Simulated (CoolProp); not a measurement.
Vapour-liquid equilibrium of cyclohexane (1) + n-dodecane (2) at 409.5 K; x and y are mole fractions of (1).

Values from CoolProp's multi-fluid Helmholtz-energy mixture model, Zhou 2014 and Lemmon 2004; pair parameters Bell 2016.

**Question.** Give the bubble pressure and the first vapour's composition at x = 0.125, 0.275, 0.95. Is there an azeotrope?

**Answer.** x = 0.125: 0.04827 MPa, y = 0.825; x = 0.275: 0.1005 MPa, y = 0.928; x = 0.95: 0.3935 MPa, y = 0.999. No azeotrope shows between x = 0.05 and 0.95.

Pair parameters are fitted to limited data, so mixtures are less certain than the pure fluids.
